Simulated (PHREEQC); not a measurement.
Arsenic or selenium liquor with leach liquor: an equilibrium model

Solution A (0.002 mol H3AsO4, 0.24 mol H2SO4 and 0.00026 mol FeCl3 per kg of water) is mixed with solution B (0.065 mol/kgw HCl, 0.005 mol/kgw Li2SO4 and 0.00034 mol/kgw Fe2(SO4)3) at 40 °C; shares are by mass of water, 1 kg in all. Oxygen is held at 0.21 atm. No CO2 enters from the air. Names ending in (a), (am) or -a are amorphous solids. Only these solids could form: Fe(OH)3(a), Scorodite.

The numbers come from PHREEQC with the ion-association model, wateq4f.dat.

Q: Predict pH at share of solution B = 0.2, 0.7.

A: 
```csv
share of solution B,pH
0.2,0.76
0.7,1.00
```

The database's scorodite may be far more soluble than the real mineral, and it has no iron arsenate complexes; the constant wasn't checked at its source. Away from 25 °C the constants follow the database's enthalpies or fits; those with neither stay at their 25 °C values.
